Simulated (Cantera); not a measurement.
# Iron carbonyl, mercury and lead vapours: HgO + O2 + N2

Charge: 1 mol HgO, 0.027 mol O2, 0.97 mol N2, at 100000 Pa.

These are equilibrium values from Cantera (NASA tables, ideal gas, pure condensed phases), not measurements of a reactor. Candidate condensed phases: Hg, HgO; 10 gas species. Rates play no part.

```
T (K)   x N2    x Hg    x O2      x NO    x NO2       x O     x N2O  n HgO(s)
-----  -----  ------  ------  --------  -------  --------  --------  --------
598    0.952  0.0142  0.0336   8.51e-9  2.02e-8    <1e-12  1.65e-12     0.986
673    0.675   0.204   0.121   1.05e-7  1.29e-7    <1e-12  1.38e-11     0.707
748    0.388   0.400   0.211   5.43e-7  3.09e-7    <1e-12  4.52e-11         0
823    0.388   0.400   0.211   2.07e-6  5.03e-7    <1e-12  1.50e-10         0
898    0.388   0.400   0.211   6.32e-6  7.55e-7  2.29e-12  4.11e-10         0
973    0.388   0.400   0.211   1.62e-5  1.07e-6  3.11e-11  9.64e-10         0
1048   0.388   0.400   0.211   3.64e-5  1.43e-6  2.91e-10   2.01e-9         0
1123   0.388   0.400   0.211   7.34e-5  1.85e-6   2.02e-9   3.81e-9         0
1198   0.388   0.400   0.211  0.000136  2.33e-6   1.10e-8   6.68e-9         0
1273   0.388   0.400   0.211  0.000233  2.84e-6   4.94e-8   1.10e-8         0
1348   0.388   0.400   0.211  0.000376  3.40e-6   1.87e-7   1.72e-8         0
1423   0.388   0.400   0.211  0.000578  3.99e-6   6.18e-7   2.56e-8         0
1498   0.388   0.400   0.211  0.000852  4.61e-6   1.81e-6   3.67e-8         0
1573   0.388   0.400   0.210   0.00121  5.26e-6   4.79e-6   5.10e-8         0
```
x: gas mole fraction; n: condensed amount in mol.

From 598 K to 673 K the condensed part is HgO(s). From 748 K to 1573 K nothing is condensed. The main Hg-bearing gas is Hg throughout.
